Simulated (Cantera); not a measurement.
A Cantera script and its output.

```python
import numpy as np
import cantera as ct

gas = ct.Solution("gri30.yaml", transport_model="multicomponent")
show = ['H2O', 'H', 'O']

rows = []
print(f"{'T/K':>7s}{'rho':>11s}{'cp':>10s}{'mu':>11s}{'lambda':>11s}{'Pr':>7s}" + "".join(f"{'D_' + s:>11s}" for s in show))
for T in [400, 500, 600, 700, 800, 900, 1000, 1100, 1200]:
    gas.TPX = T, 13, {'NO': 0.83, 'N2': 0.28}
    Pr = gas.cp_mass * gas.viscosity / gas.thermal_conductivity
    D = [gas.mix_diff_coeffs_mole[gas.species_index(s)] for s in show]
    rows.append([gas.density, gas.cp_mass, gas.viscosity, gas.thermal_conductivity, Pr, *D])
    print(f"{T:7g}{gas.density:11.4e}{gas.cp_mass:10.1f}{gas.viscosity:11.4e}"
          f"{gas.thermal_conductivity:11.4e}{Pr:7.3f}" + "".join(f"{d:11.4e}" for d in D))
print("SI units: kg/m3, J/kg/K, Pa s, W/m/K, m2/s")
```

Output:

```
    T/K        rho        cp         mu     lambda     Pr      D_H2O        D_H        D_O
    400 1.1532e-04    1010.1 2.2928e-05 3.2598e-02  0.710 3.0570e-01 1.5835e+00 4.1214e-01
    500 9.2260e-05    1026.2 2.6812e-05 3.8824e-02  0.709 4.6489e-01 2.3330e+00 6.0294e-01
    600 7.6883e-05    1048.8 3.0364e-05 4.4990e-02  0.708 6.4963e-01 3.1886e+00 8.2046e-01
    700 6.5900e-05    1074.1 3.3671e-05 5.1119e-02  0.707 8.5779e-01 4.1432e+00 1.0630e+00
    800 5.7662e-05    1099.1 3.6789e-05 5.7165e-02  0.707 1.0877e+00 5.1912e+00 1.3291e+00
    900 5.1255e-05    1121.8 3.9754e-05 6.3064e-02  0.707 1.3382e+00 6.3281e+00 1.6178e+00
   1000 4.6130e-05    1141.5 4.2592e-05 6.8766e-02  0.707 1.6080e+00 7.5503e+00 1.9281e+00
   1100 4.1936e-05    1156.3 4.5323e-05 7.4146e-02  0.707 1.8964e+00 8.8545e+00 2.2592e+00
   1200 3.8442e-05    1169.8 4.7961e-05 7.9393e-02  0.707 2.2025e+00 1.0238e+01 2.6106e+00
SI units: kg/m3, J/kg/K, Pa s, W/m/K, m2/s
```

Detailed kinetics in Cantera: GRI-Mech 3.0 (53 species, 325 reactions). The composition is frozen, though it would react at the higher temperatures.
